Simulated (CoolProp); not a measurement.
A single-stage vapour-compression cycle with ammonia: evaporating at 205.15 K (dew point), condensing at 273.15 K (bubble point), superheat 0 K, subcooling 0 K, compressor efficiency 0.8, no pressure losses. Each further row changes one setting.

Model: reference Helmholtz-energy equation of state, Gao 2020, in CoolProp.

```
case                              cooling COP  pressure ratio  discharge temperature (K)  refrigerating effect (kJ/kg)  volumetric capacity (kJ/m³)
--------------------------------  -----------  --------------  -------------------------  ----------------------------  ---------------------------
as stated                                1.70            34.1                      515.5                          1160                          147
evaporating temperature 210.15 K         1.95            24.0                      486.2                          1170                          206
condensing temperature 268.15 K          1.88            28.1                      494.2                          1180                          150
subcooling 5 K                           1.73            34.1                      515.5                          1180                          150
superheat 10 K                           1.65            34.1                      536.1                          1180                          143
compressor efficiency 0.7                1.49            34.1                      553.8                          1160                          147
```
